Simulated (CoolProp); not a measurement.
Vapour pressure (MPa) of ethylbenzene: the reference equation beside estimates from Tc = 617.1 K, pc = 3.622 MPa, ω = 0.304.

Model: reference Helmholtz-energy equation of state, Zhou 2012, in CoolProp.

| T (K) | reference | Lee-Kesler | van der Waals | Soave-Redlich-Kwong | Peng-Robinson |
|---|---|---|---|---|---|
| 316.7 | 0.003436 | 0.003266 | 0.1198 | 0.003354 | 0.003605 |
| 333.3 | 0.007449 | 0.007134 | 0.1667 | 0.007285 | 0.007691 |
| 349.9 | 0.01480 | 0.01430 | 0.2252 | 0.01452 | 0.01510 |
| 366.5 | 0.02731 | 0.02662 | 0.2965 | 0.02690 | 0.02764 |
| 383.1 | 0.04732 | 0.04653 | 0.3820 | 0.04680 | 0.04761 |
| 399.7 | 0.07770 | 0.07699 | 0.4827 | 0.07718 | 0.07786 |
| 416.3 | 0.1218 | 0.1215 | 0.5997 | 0.1215 | 0.1218 |
| 432.9 | 0.1834 | 0.1839 | 0.7340 | 0.1837 | 0.1832 |
| 449.4 | 0.2661 | 0.2679 | 0.8857 | 0.2678 | 0.2659 |
| 466 | 0.3755 | 0.3791 | 1.057 | 0.3794 | 0.3756 |
| 482.6 | 0.5160 | 0.5218 | 1.249 | 0.5233 | 0.5171 |
| 499.2 | 0.6928 | 0.7012 | 1.461 | 0.7051 | 0.6959 |
| 515.8 | 0.9116 | 0.9227 | 1.695 | 0.9306 | 0.9180 |
| 532.4 | 1.178 | 1.192 | 1.951 | 1.206 | 1.190 |

Absolute difference from the reference over all 14 rows, mean and median: Lee-Kesler 1.8 and 1.2 %, van der Waals 762.3 and 346.3 %, Soave-Redlich-Kwong 1.4 and 1.5 %, Peng-Robinson 1.1 and 0.5 %.
